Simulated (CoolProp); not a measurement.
Vapour-liquid equilibrium of CF4 (R14) (1) + CHF3 (R23) (2) at 207.7 K; x and y are mole fractions of (1).

Model: multi-fluid Helmholtz-energy mixture model, Platzer 1990 and Penoncello 2003; pair parameters Bell 2016, in CoolProp. This equation is an older, rougher fit; its heat capacities, sound speeds and derivatives of the liquid may be far off and weren't checked against measurements.

Problem. Give the bubble pressure and the first vapour's composition at x = 0.35, 0.45, 0.75. Is there an azeotrope?

Solution. x = 0.35: 1282 kPa, y = 0.820; x = 0.45: 1414 kPa, y = 0.842; x = 0.75: 1716 kPa, y = 0.899. No azeotrope shows between x = 0.05 and 0.95.

The pair parameters rest on a limited set of measurements; away from them the model extrapolates. With so large a gap from Raoult's law the liquid may split in two, which this calculation doesn't test in full.
